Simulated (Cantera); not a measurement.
A closed system holds: 1 mol CH3SiCl3, 0.26 mol C2H4, 320 mol H2, 0.19 mol HCl, at 1273.15 K and 13300 Pa.

These are equilibrium values from Cantera (NASA tables, ideal gas, pure condensed phases), not measurements of a reactor. The feed counts by its element totals alone. Kinetics and transport are ignored.

| species | before | after |
|---|---|---|
| H2 | 0.989 | 0.989 |
| HCl | 0.00986 | 0.00987 |
| CH4 | 0.00122 | 0.00161 |
| C(graphite), mol | 0.124 | 0 |
| SiC(s), mol | 1.000 | 1.000 |
Gas species are given as mole fractions.

**Question.** What was changed between the two runs?
A) pressure from 13300 Pa to 1100 Pa
B) temperature from 1273.15 K to 1200 K
C) temperature from 1273.15 K to 1400 K
D) C2H4 from 0.26 to 0.023 mol

**Answer.** B, temperature from 1273.15 K to 1200 K
